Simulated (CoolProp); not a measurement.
Carbon dioxide along the isotherm 323.8 K: Z from the reference equation and from simpler models built on Tc = 304.1 K, pc = 7.377 MPa, ω = 0.224; each cubic takes its own stable root.

Model: reference Helmholtz-energy equation of state, Span 1996, in CoolProp.

```json
[
 {"p (MPa)": "0.335", "phase": "gas", "reference": "0.9873"},
 {"p (MPa)": "0.671", "phase": "gas", "reference": "0.9743"},
 {"p (MPa)": "1.01", "phase": "gas", "reference": "0.9610"},
 {"p (MPa)": "1.34", "phase": "gas", "reference": "0.9478"},
 {"p (MPa)": "1.68", "phase": "gas", "reference": "0.9340"},
 {"p (MPa)": "2.01", "phase": "gas", "reference": "0.9204"},
 {"p (MPa)": "2.35", "phase": "gas", "reference": "0.9061"},
 {"p (MPa)": "2.68", "phase": "gas", "reference": "0.8919"},
 {"p (MPa)": "3.02", "phase": "gas", "reference": "0.8771"},
 {"p (MPa)": "3.35", "phase": "gas", "reference": "0.8623"},
 {"p (MPa)": "3.69", "phase": "gas", "reference": "0.8467"}
]
```

### Question
How far does each simpler model (Pitzer virial, van der Waals) lie from the reference over these 11 states: mean and median of the absolute difference, and the worst?

### Answer
- Pitzer virial: mean 0.6 %, median 0.4 %, worst +1.6 % at 323.8 K and 3.69 MPa
- van der Waals: mean 0.6 %, median 0.6 %, worst +1.1 % at 323.8 K and 3.69 MPa
